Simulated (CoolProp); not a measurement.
Vapour-liquid equilibrium of CHF3 (R23) (1) + R227EA (2) at -91.65 °C; x and y are mole fractions of (1).

Model: multi-fluid Helmholtz-energy mixture model, Penoncello 2003 and Lemmon 2016; pair parameters Bell 2016, in CoolProp.

```tsv
x	bubble pressure (MPa)	y at the bubble point	dew pressure at overall composition x (MPa)	liquid density (mol/L)
0.05	0.004219	0.842	0.0007361	10.77
0.15	0.01173	0.949	0.0008218	11.41
0.25	0.01912	0.972	0.0009300	12.11
0.35	0.02577	0.982	0.001071	12.89
0.45	0.03148	0.987	0.001263	13.76
0.55	0.03632	0.990	0.001538	14.73
0.65	0.04056	0.992	0.001966	15.83
0.75	0.04456	0.994	0.002725	17.09
0.85	0.04871	0.996	0.004437	18.53
0.95	0.05342	0.999	0.01198	20.21
```

No azeotrope shows between x = 0.05 and 0.95.

The pair parameters rest on a limited set of measurements; away from them the model extrapolates.
